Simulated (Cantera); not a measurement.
A closed system holds: 1 mol MgO, 2.8 mol C, 5.3 mol H2, at 1352 °C and 0.0440 bar.

Method: chemical equilibrium by Gibbs-energy minimisation in Cantera with the NASA 1993 tables (ideal gas, pure condensed phases). Candidate condensed phases: C, C6H6, C7H8, C8H18, H2O, Mg, MgCO3, MgO, Mg(OH)2; 116 gas species. The tables' values for MgH are old estimates; treat these amounts as uncertain. Kinetics and transport are ignored.

Base state: H2 0.766, CO 0.117, Mg 0.117, H 0.000294, MgH 0.000251, CH4 3.79e-5, C2H2 (acetylene) 2.72e-5 (mole fractions); condensed: C(graphite) + MgO(s).

Problem. What changes in the equilibrium state with this change: pressure from 0.0440 bar to 0.270 bar?

Solution. 
```tsv
species	before	after
H2	0.766	0.961
CO	0.117	0.0191
Mg	0.117	0.0190
CH4	3.79e-5	0.000367
MgH	0.000251	0.000113
H	0.000294	0.000133
C2H2 (acetylene)	2.72e-5	3.42e-5
C(graphite), mol	1.99	2.69
MgO(s), mol	0.191	0.895
```

Problem. What changes in the equilibrium state with this change: temperature from 1352 °C to 1177 °C?

Solution. 
```tsv
species	before	after
H2	0.766	0.985
CO	0.117	0.00738
Mg	0.117	0.00737
MgH	0.000251	1.50e-5
H	0.000294	4.47e-5
C2H2 (acetylene)	2.72e-5	4.80e-6
C(graphite), mol	1.99	2.76
MgO(s), mol	0.191	0.960
```

Problem. What changes in the equilibrium state with this change: pressure from 0.0440 bar to 0.0250 bar?

Solution. 
```tsv
species	before	after
H2	0.766	0.726
CO	0.117	0.137
Mg	0.117	0.137
CH4	3.79e-5	1.94e-5
H	0.000294	0.000380
MgH	0.000251	0.000216
C2H2 (acetylene)	2.72e-5	2.58e-5
C(graphite), mol	1.99	1.80
MgO(s), mol	0.191	0
```
